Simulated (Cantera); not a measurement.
A Cantera script and what it prints.

```python
import numpy as np
import cantera as ct

gas_names = """
    H HO2 H2 H2O H2O2 O OH O2 O3 Si SiH SiH2 SiH3 SiH4 SiO SiO2 Si2 Si3
""".split()
cond_names = """
    H2O(s) H2O(L) Si(cr) Si(L) SiO2(Lqz) SiO2(hqz) SiO2(L)
""".split()


# ... load() reads the species with a 1 bar reference pressure and builds the phases ...
atoms = {
    'Si2H6': {'Si': 2, 'H': 6},
    'O3': {'O': 3},
}
top_T = {}  # K; cautious upper limits of use, not melting points


# ... equilibrate(T, P, feed) seeds the gas with the atoms and calls Mixture.equilibrate('TP', solver="vcs", rtol=1e-11, max_steps=5000) ...
results = []
feed = {'Si2H6': 1, 'O3': 8.8}  # mol
P = 10000  # Pa
for T in [575, 675, 775, 875, 975, 1075, 1175, 1275, 1375, 1475, 1575, 1675, 1775]:
    mix = equilibrate(T, P, feed)
    results.append((T, P, feed, dict(zip(mix.species_names, mix.species_moles))))
    x = sorted(zip(gas.X, gas.species_names), reverse=True)
    print(f"T = {T:g} K  P = {P:g} Pa  gas = {mix.phase_moles(0):.4g} mol")
    print("   x: " + "  ".join(f"{s} {v:.3e}" for v, s in x if v > 1e-05))
    print("   condensed (mol): " + ("  ".join(f"{mix.phase(i).name} {mix.phase_moles(i):.4g}"
          for i in range(1, mix.n_phases) if mix.phase_moles(i) > 1e-12) or "none"))
```

Result:

```
T = 575 K  P = 10000 Pa  gas = 12.7 mol
   x: O2 7.638e-01  H2O 2.362e-01
   condensed (mol): SiO2(Lqz) 2
T = 675 K  P = 10000 Pa  gas = 12.7 mol
   x: O2 7.638e-01  H2O 2.362e-01
   condensed (mol): SiO2(Lqz) 2
T = 775 K  P = 10000 Pa  gas = 12.7 mol
   x: O2 7.638e-01  H2O 2.362e-01
   condensed (mol): SiO2(Lqz) 2
T = 875 K  P = 10000 Pa  gas = 12.7 mol
   x: O2 7.638e-01  H2O 2.362e-01
   condensed (mol): SiO2(hqz) 2
T = 975 K  P = 10000 Pa  gas = 12.7 mol
   x: O2 7.638e-01  H2O 2.362e-01
   condensed (mol): SiO2(hqz) 2
T = 1075 K  P = 10000 Pa  gas = 12.7 mol
   x: O2 7.638e-01  H2O 2.362e-01
   condensed (mol): SiO2(hqz) 2
T = 1175 K  P = 10000 Pa  gas = 12.7 mol
   x: O2 7.638e-01  H2O 2.362e-01
   condensed (mol): SiO2(hqz) 2
T = 1275 K  P = 10000 Pa  gas = 12.7 mol
   x: O2 7.638e-01  H2O 2.362e-01  OH 2.949e-05
   condensed (mol): SiO2(hqz) 2
T = 1375 K  P = 10000 Pa  gas = 12.7 mol
   x: O2 7.637e-01  H2O 2.362e-01  OH 9.009e-05
   condensed (mol): SiO2(hqz) 2
T = 1475 K  P = 10000 Pa  gas = 12.7 mol
   x: O2 7.637e-01  H2O 2.361e-01  OH 2.366e-04
   condensed (mol): SiO2(hqz) 2
T = 1575 K  P = 10000 Pa  gas = 12.7 mol
   x: O2 7.635e-01  H2O 2.359e-01  OH 5.495e-04  O 2.958e-05
   condensed (mol): SiO2(hqz) 2
T = 1675 K  P = 10000 Pa  gas = 12.7 mol
   x: O2 7.632e-01  H2O 2.355e-01  OH 1.154e-03  O 9.437e-05  H2 1.315e-05
   condensed (mol): SiO2(hqz) 2
T = 1775 K  P = 10000 Pa  gas = 12.71 mol
   x: O2 7.626e-01  H2O 2.349e-01  OH 2.226e-03  O 2.644e-04  H2 3.618e-05
   condensed (mol): SiO2(L) 2
```

Equilibrium computed with Cantera from the NASA thermochemical tables; the gas is ideal and each condensed phase is pure. The feed counts by its element totals alone. The tables hold silica as quartz up to 1696 K and as liquid above; real silica turns to tridymite and cristobalite and melts near 1996 K. Gases not in the tables: Si(OH)4.
